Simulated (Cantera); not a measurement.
A closed system holds: 1 mol Si, 1.7 mol CO, 55 mol H2, held at 1773 K.

Cantera equilibrium calculation (NASA polynomials, part measured and part estimated; ideal gas, pure solids and liquids). Candidate condensed phases: C, C6H6, C7H8, C8H18, H2O, Si, SiC, SiO2; 123 gas species. Equilibrium is a limit: real reactors are often held back by kinetics, nucleation or transport.

### Question
At 0.130 bar, list the 5 most abundant gas species with their mole fractions, and the condensed phases.

### Answer
H2 0.969, CO 0.0211, SiO 0.00881, H 0.000777, CH4 1.14e-5. Condensed: SiC(s).
